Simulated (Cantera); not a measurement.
An adiabatic, constant-pressure homogeneous reactor starts with 4.45 % CH4, 0.134 % C2H6, 18.4 % O2, 69.0 % N2, 8.01 % CO2, at 1675 K and 1.01 bar.

Detailed kinetics in Cantera: GRI-Mech 3.0 (53 species, 325 reactions).

One state of this run: T (K) = 2247; x CH4 = <1e-12; x C2H6 = <1e-12; x O2 = 0.0949; x HCN = 2.04e-12; x NO = 3.93e-5. x: mole fraction; the columns are a selection and need not sum to one.

**Question.** Which value of t (s) does it belong to?
A) 0.0130
B) 0.00167
C) 0.000214
D) 0.000424

**Answer.** C, 0.000214
